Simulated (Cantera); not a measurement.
## Thermodynamics of iron carbonyl, mercury and lead vapours, feed Pb + N₂

A closed system holds: 1 mol Pb, 1.3 mol N₂, at 0.00570 bar.

These are equilibrium values from Cantera (NASA tables, ideal gas, pure condensed phases), not measurements of a reactor. Candidate condensed phases: Pb; 4 gas species. Equilibrium is a limit: real reactors are often held back by kinetics, nucleation or transport.

From 1223 K to 1273 K the condensed part is Pb(l). From 1323 K to 1673 K nothing is condensed. The main Pb-bearing gas is Pb throughout.

| T (K) | x N₂ | x Pb | x Pb₂ | n Pb(l) |
|---|---|---|---|---|
| 1223 | 0.841 | 0.159 | 7.47e-6 | 0.754 |
| 1273 | 0.678 | 0.322 | 2.42e-5 | 0.382 |
| 1323 | 0.565 | 0.435 | 3.54e-5 | 0 |
| 1373 | 0.565 | 0.435 | 2.90e-5 | 0 |
| 1423 | 0.565 | 0.435 | 2.40e-5 | 0 |
| 1473 | 0.565 | 0.435 | 2.01e-5 | 0 |
| 1523 | 0.565 | 0.435 | 1.71e-5 | 0 |
| 1573 | 0.565 | 0.435 | 1.46e-5 | 0 |
| 1623 | 0.565 | 0.435 | 1.26e-5 | 0 |
| 1673 | 0.565 | 0.435 | 1.10e-5 | 0 |
x: gas mole fraction; n: condensed amount in mol.
